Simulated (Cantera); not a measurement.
**SiCl4 + H2 (silicon epitaxy and polysilicon growth)**

Input: 1 mol SiCl4, 3.9 mol H2.

Cantera equilibrium calculation (NASA polynomials, part measured and part estimated; ideal gas, pure solids and liquids). Candidate condensed phases: Si; 19 gas species. The tables' values for SiCl3 are old estimates. Rates play no part.

Stable condensed phases:

```
T in °C \ P in Pa
            100    260    670   1700   4500  12000  30000  77000 200000
   1427       A      A      A      A      A      A      A      A      A
   1352       A      A      A      A      A      A      A      A      A
   1277       A      A      A      A      A      A      A      A      A
   1202       A      A      A      A      A      A      A      A      A
   1127       A      A      A      A      A      A      A      A      A
   1052       A      A      A      A      A      A      A      A      A
    977       A      A      A      A      A      A      A      A      A
    902       A      A      A      A      A      A      A      A      A
    827       B      B      B      B      A      A      A      A      A
    752       B      B      B      A      A      A      A      A      A
    677       B      B      A      A      A      A      A      A      A
    602       B      A      A      A      A      A      A      A      A
    527       A      A      A      A      A      A      A      A      A
```

A: gas only; B: Si.
